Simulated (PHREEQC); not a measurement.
Dissolve 0.026 mol NaOH and 6.6e-05 mol K2CO3 per kg of water at 25 °C. Closed to the air; pH follows from the charge balance.

The numbers come from PHREEQC with the ion-association model, phreeqc.dat.

Precipitation was switched off in this run.

Task: Order these C species by the share of C that they hold, largest first: CO3-2, HCO3-, NaCO3-.

Result: CO3-2 (78 %), NaCO3- (21 %), HCO3- (0.49 %)

The pH is 12.34 and the ionic strength 0.0262 mol/kgw.
